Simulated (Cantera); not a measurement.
Source: NASA polynomial tables (part measured, part estimated), evaluated in Cantera. Values are per mole of reaction as written; species without (g) are pure solids or liquids, kept so even where they would boil at 1 bar.

0.6667 B + Cl2(g) = 0.6667 BCl3(g)

```csv
T (K),ΔH° (kJ),ΔS° (J/K),ΔG° (kJ),log10 K
700,[?],[?],[?],[?]
750,-268.8,-33.7,-243.5,16.96
800,-268.8,-33.8,-241.8,15.79
850,-268.8,-33.8,-240.1,14.75
900,[?],[?],[?],[?]
950,[?],[?],[?],[?]
1000,-268.9,-33.9,-235.0,12.28
1050,-269.0,-34.0,-233.3,11.61
1100,-269.0,-34.0,-231.6,11.00
1150,-269.1,-34.1,-229.9,10.44
```

Question: What belongs in the gaps?

Answer: 
- 700, ΔH° (kJ): -268.7
- 700, ΔS° (J/K): -33.7
- 700, ΔG° (kJ): -245.1
- 700, log10 K: 18.29
- 900, ΔH° (kJ): -268.8
- 900, ΔS° (J/K): -33.8
- 900, ΔG° (kJ): -238.4
- 900, log10 K: 13.84
- 950, ΔH° (kJ): -268.9
- 950, ΔS° (J/K): -33.9
- 950, ΔG° (kJ): -236.7
- 950, log10 K: 13.01
